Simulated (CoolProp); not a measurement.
Acetone at several states: density (kg/m³) from the reference equation and from simpler models built on Tc = 508.1 K, pc = 4.692 MPa, ω = 0.307; each cubic takes its own stable root.

The numbers come from the reference Helmholtz-energy equation of state, Lemmon 2006 in CoolProp. It is a short technical equation, of lower accuracy than the large ones.

```csv
T (K),p (MPa),phase,reference,Redlich-Kwong,Soave-Redlich-Kwong,Peng-Robinson
541.3,0.0119,gas,0.1537,0.1537,0.1537,0.1537
419.1,0.101,gas,1.713,1.705,1.707,1.709
205.5,0.0295,liquid,884.1,662.1,673.5,755.3
325.2,0.103,liquid,753.7,2.272,590.3,666.9
```

At some of these states Redlich-Kwong gives the other phase, because its saturation line lies elsewhere.
